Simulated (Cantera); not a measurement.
Mixture: CH4 : O2 : N2 = 1 : 2.99 : 11.2 (molar parts), at 3.70 bar, adiabatic and at constant volume. Ignition delay is the time to a rise of 400 K.

Cantera simulation using GRI-Mech 3.0 (53 species, 325 reactions); the numbers are that mechanism's predictions, not measurements.

Question: At T0 = 1675 K, what is the delay, and which 8 reactions control it most (d ln τ / d ln k, from doubling and halving each rate constant)?

Answer: The delay is 76.7 µs.
| reaction | d ln τ / d ln k | faster rate |
|---|---|---|
| CH3 + O2 <=> CH3O + O | -0.41 | shortens it |
| H + O2 <=> O + OH | -0.31 | shortens it |
| CH4 + H <=> CH3 + H2 | 0.22 | lengthens it |
| 2 CH3 (+M) <=> C2H6 (+M) | 0.20 | lengthens it |
| CH3 + HO2 <=> CH3O + OH | -0.17 | shortens it |
| 2 CH3 <=> C2H5 + H | -0.10 | shortens it |
| CH3 + O2 <=> CH2O + OH | -0.10 | shortens it |
| CH3 + H (+M) <=> CH4 (+M) | -0.09 | shortens it |
